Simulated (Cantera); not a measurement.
Input: 1 mol Si, 3.4 mol Br₂, held at 477 °C and 1330 Pa.

These are equilibrium values from Cantera (NASA tables, ideal gas, pure condensed phases), not measurements of a reactor. Candidate condensed phases: Br₂, Si; 9 gas species. Equilibrium is a limit: real reactors are often held back by kinetics, nucleation or transport.

Base state: Br₂ 0.583, SiBr₄ 0.417, Br 0.000754 (mole fractions); condensed: gas only.

Question: What changes in the equilibrium state with this change: temperature from 477 °C to 1152 °C?

Answer: 
```tsv
species	before	after
Br	0.000754	0.587
SiBr₄	0.417	0.292
Br₂	0.583	0.119
SiBr₃	<1e-9	0.00166
SiBr₂	<1e-9	0.000234
```
The tables' values for SiBr₃ are old estimates; treat these amounts as uncertain.
